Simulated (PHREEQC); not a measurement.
# Leach liquor

Consider water at 80 °C with 1.3 mol HCl, 0.0024 mol Li2SO4 and 0.012 mol Na2SO4 per kg of water. Closed to the air; pH follows from the charge balance.

Equilibrium calculation in PHREEQC: ion-association model, phreeqc.dat.

Each row changes one thing in this solution. This is a speciation only: nothing precipitates in the calculation.

| case | pH | ionic strength (mol/kgw) | SO4-2 (mol/kgw) | NaSO4- (mol/kgw) |
|---|---|---|---|---|
| as made | 0.04 | 1.31 | 0.000282 | 6.02e-6 |
| Li2SO4 from 0.0024 to 0.00216 mol/kgw | 0.04 | 1.31 | 0.000277 | 5.92e-6 |
| Li2SO4 replaced by LiBr at the same molality | 0.04 | 1.31 | 0.000235 | 5.01e-6 |
| HCl from 1.3 to 0.13 mol/kgw | 1.03 | 0.146 | 0.000924 | 4.31e-5 |
| Na2SO4 from 0.012 to 0.0012 mol/kgw | 0.03 | 1.30 | 6.94e-5 | 1.49e-7 |
| HCl left out | 6.55 | 0.0411 | 0.0134 | 0.000927 |
| Li2SO4 left out | 0.04 | 1.31 | 0.000234 | 5.01e-6 |
| temperature from 80 to 40 °C | 0.03 | 1.32 | 0.000684 | 1.38e-5 |
| temperature from 80 to 60 °C | 0.03 | 1.31 | 0.000447 | 9.41e-6 |

The ionic strength passes 0.7 mol/kgw, the rough limit of the ion-association models, in as made; Li2SO4 from 0.0024 to 0.00216 mol/kgw; Li2SO4 replaced by LiBr at the same molality; Na2SO4 from 0.012 to 0.0012 mol/kgw; Li2SO4 left out; temperature from 80 to 40 °C; temperature from 80 to 60 °C. Complexes and solids missing from the database can't appear. Away from 25 °C the constants follow the database's enthalpies or fits; those with neither stay at their 25 °C values.
